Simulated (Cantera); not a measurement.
Input (Python, Cantera):

```python
import numpy as np
import cantera as ct

gas = ct.Solution("gri30.yaml")
gas.TPX = 1300, 100000, {'CH4': 1, 'H2': 0.035, 'O2': 3.67, 'N2': 13.8}
reactor = ct.IdealGasConstPressureReactor(gas, energy="on", clone=False)
net = ct.ReactorNet([reactor])
net.rtol, net.atol = 1e-08, 1e-16
show = ['CH4', 'H2', 'O2', 'NO2', 'O', 'H']
times = np.geomspace(1e-06, 3, 15)

steps = ct.SolutionArray(gas, extra=["t"])
rows = []
print(f"{'t/s':>10s}{'T/K':>9s}{'P/Pa':>11s}" + "".join(f"{s:>11s}" for s in show))
for t in times:
    while net.time < t:
        t_next = net.step()
        steps.append(gas.state, t=t_next)
    rows.append([np.interp(t, steps.t, y) for y in (steps.T, steps.P, *steps(*show).X.T)])
    print(f"{t:10.3e}{rows[-1][0]:9.1f}{rows[-1][1]:11.4g}" + "".join(f"{x:11.3e}" for x in rows[-1][2:]))
rate = np.gradient(steps.T, steps.t)
print("integrator steps:", len(steps.t))
if steps.T.max() > steps.T[0] + 200:
    print(f"time of steepest temperature rise: {steps.t[rate.argmax()]:.4e} s")
gas.TPX = 1300, 100000, {'CH4': 1, 'H2': 0.035, 'O2': 3.67, 'N2': 13.8}
gas.equilibrate("HP")
print(f"equilibrium (HP): T = {gas.T:.1f} K  " + "  ".join(f"{s} {gas[s].X[0]:.3e}" for s in show))
```

Output:

```
       t/s      T/K       P/Pa        CH4         H2         O2        NO2          O          H
 1.000e-06   1300.0      1e+05  5.404e-02  1.891e-03  1.983e-01  7.472e-29  4.056e-11  1.678e-10
 2.902e-06   1300.0      1e+05  5.404e-02  1.891e-03  1.983e-01  7.605e-27  1.258e-10  2.480e-10
 8.420e-06   1300.0      1e+05  5.404e-02  1.891e-03  1.983e-01  4.602e-25  1.890e-10  2.891e-10
 2.443e-05   1300.0      1e+05  5.404e-02  1.891e-03  1.983e-01  1.779e-23  2.764e-10  3.768e-10
 7.089e-05   1300.0      1e+05  5.404e-02  1.891e-03  1.983e-01  6.974e-22  5.630e-10  6.677e-10
 2.057e-04   1300.0      1e+05  5.404e-02  1.891e-03  1.983e-01  3.635e-20  1.770e-09  1.904e-09
 5.969e-04   1300.0      1e+05  5.403e-02  1.891e-03  1.983e-01  2.879e-18  1.042e-08  1.101e-08
 1.732e-03   1300.7      1e+05  5.386e-02  1.887e-03  1.982e-01  3.376e-16  6.848e-08  7.907e-08
 5.026e-03   1313.8      1e+05  5.146e-02  2.110e-03  1.965e-01  9.381e-14  4.046e-07  6.634e-07
 1.458e-02   2358.0      1e+05  1.303e-19  1.022e-03  8.731e-02  1.043e-06  2.052e-03  4.181e-04
 4.232e-02   2351.4      1e+05  1.216e-19  9.979e-04  8.543e-02  3.630e-06  1.957e-03  3.999e-04
 1.228e-01   2344.3      1e+05  1.126e-19  9.724e-04  8.340e-02  6.390e-06  1.858e-03  3.809e-04
 3.563e-01   2342.8      1e+05  1.108e-19  9.673e-04  8.299e-02  6.951e-06  1.838e-03  3.771e-04
 1.034e+00   2342.8      1e+05  1.108e-19  9.673e-04  8.299e-02  6.954e-06  1.838e-03  3.771e-04
 3.000e+00   2342.8      1e+05  1.108e-19  9.673e-04  8.299e-02  6.954e-06  1.838e-03  3.771e-04
integrator steps: 2078
time of steepest temperature rise: 6.4808e-03 s
equilibrium (HP): T = 2342.8 K  CH4 1.671e-19  H2 9.673e-04  O2 8.299e-02  NO2 6.954e-06  O 1.838e-03  H 3.771e-04
```

Detailed kinetics in Cantera: GRI-Mech 3.0 (53 species, 325 reactions).
